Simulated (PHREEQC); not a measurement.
Buffer (model solution)

A solution holds 0.02 mol NaHCO3, 0.012 mol NaF and 0.043 mol KCl per kg of water, at 20 °C. Closed to the air; pH follows from the charge balance.

Model: ion-association model, phreeqc.dat, run in PHREEQC.

The pH is 8.15 and the ionic strength comes out as 0.0748 mol/kgw. The specific conductance is 7220 µS/cm and the density is 1.002 g/cm³. The total alkalinity is 20.0 meq/kg.

```json
[
 {"species": "Cl-", "molality": "0.0430", "activity": "0.0339", "log γ": "-0.103"},
 {"species": "K+", "molality": "0.0430", "activity": "0.0338", "log γ": "-0.104"},
 {"species": "Na+", "molality": "0.0316", "activity": "0.0254", "log γ": "-0.095"},
 {"species": "HCO3-", "molality": "0.0192", "activity": "0.0155", "log γ": "-0.093"},
 {"species": "F-", "molality": "0.0119", "activity": "0.00931", "log γ": "-0.105"},
 {"species": "CO2", "molality": "0.000261", "activity": "0.000266", "log γ": "0.007"},
 {"species": "NaHCO3", "molality": "0.000224", "activity": "0.000228", "log γ": "0.007"},
 {"species": "CO3-2", "molality": "0.000218", "activity": "9.23e-5", "log γ": "-0.373"},
 {"species": "NaF", "molality": "0.000134", "activity": "0.000136", "log γ": "0.007"},
 {"species": "NaCO3-", "molality": "4.22e-5", "activity": "3.38e-5", "log γ": "-0.097"},
 {"species": "OH-", "molality": "1.23e-6", "activity": "9.64e-7", "log γ": "-0.105"},
 {"species": "HF", "molality": "8.90e-8", "activity": "9.05e-8", "log γ": "0.007"},
 {"species": "H+", "molality": "8.45e-9", "activity": "7.09e-9", "log γ": "-0.077"},
 {"species": "HF2-", "molality": "3.88e-9", "activity": "3.10e-9", "log γ": "-0.097"}
]
```

Precipitation was switched off in this run.
